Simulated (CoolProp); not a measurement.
Computed with CoolProp (reference Helmholtz-energy equation of state, Akasaka 2015).

Task: Give the vapour pressure (kPa), liquid cp (kJ/(kg K)), vapour Z, liquid conductivity (mW/(m K)) of saturated R245fa at 306 K.

Result: 
| T (K) | p (kPa) | liquid cp (kJ/(kg K)) | vapour Z | liquid conductivity (mW/(m K)) |
|---|---|---|---|---|
| 306 | 197 | 1.34 | 0.933 | 89.6 |

Thermal conductivity comes from a separate model (Huber 2003), an estimate that may be off by 10 % or more.
